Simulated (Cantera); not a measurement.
Input: 1 mol S, 2.9 mol H2O, equilibrated at 60.8 Torr.

These are equilibrium values from Cantera (NASA tables, ideal gas, pure condensed phases), not measurements of a reactor. Candidate condensed phases: H2O, H2SO4, S; 19 gas species. Kinetics and transport are ignored. All values below are at 2400 K.

Base state: H2O 0.415, H2 0.304, SO2 0.123, SO 0.0764, H 0.0308, S2 0.0159, S 0.0125, SH 0.0104 (mole fractions); condensed: gas only.

### Question
What changes in the equilibrium state with this change: H2O from 2.9 to 0.069 mol?

### Answer
| species | before | after |
|---|---|---|
| S2 | 0.0159 | 0.699 |
| S | 0.0125 | 0.0831 |
| H2 | 0.304 | 0.0699 |
| H2O | 0.415 | 0.0126 |
| SO2 | 0.123 | 0.0142 |
| SH | 0.0104 | 0.0331 |
| H | 0.0308 | 0.0148 |
| SO | 0.0764 | 0.0669 |
| O2 | 0.000296 | 5.17e-6 |
| OH | 0.00773 | 0.000489 |
